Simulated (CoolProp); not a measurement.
The fluid at 156.39 K and 0.714 MPa is compressed adiabatically to 1.4 MPa with isentropic efficiency 0.9. The same conditions are run with several fluids, on thermodynamics alone (safety and materials aside).

Values from CoolProp's reference Helmholtz-energy equation of state of each fluid (methane: Setzmann 1991; fluorine: de Reuck 1990; normal hydrogen: Leachman 2009; carbon monoxide: Lemmon 2006; nitrogen: Span 2000).

```json
[
 {"fluid": "methane", "work (kJ/kg)": "___", "final temperature (K)": "189.3", "final phase": "gas", "final density (kg/m³)": "___"},
 {"fluid": "fluorine", "work (kJ/kg)": "27.2", "final temperature (K)": "___", "final phase": "gas", "final density (kg/m³)": "___"},
 {"fluid": "normal hydrogen", "work (kJ/kg)": "542", "final temperature (K)": "197.4", "final phase": "supercritical", "final density (kg/m³)": "___"},
 {"fluid": "carbon monoxide", "work (kJ/kg)": "___", "final temperature (K)": "___", "final phase": "gas", "final density (kg/m³)": "25.4"},
 {"fluid": "nitrogen", "work (kJ/kg)": "37.0", "final temperature (K)": "193.7", "final phase": "gas", "final density (kg/m³)": "___"}
]
```

Problem. Complete the blanks.

Solution. 
- methane, work (kJ/kg): 59.1
- methane, final density (kg/m³): 16.1
- fluorine, final temperature (K): 193.0
- fluorine, final density (kg/m³): 34.4
- normal hydrogen, final density (kg/m³): 1.70
- carbon monoxide, work (kJ/kg): 36.7
- carbon monoxide, final temperature (K): 193.8
- nitrogen, final density (kg/m³): 25.2
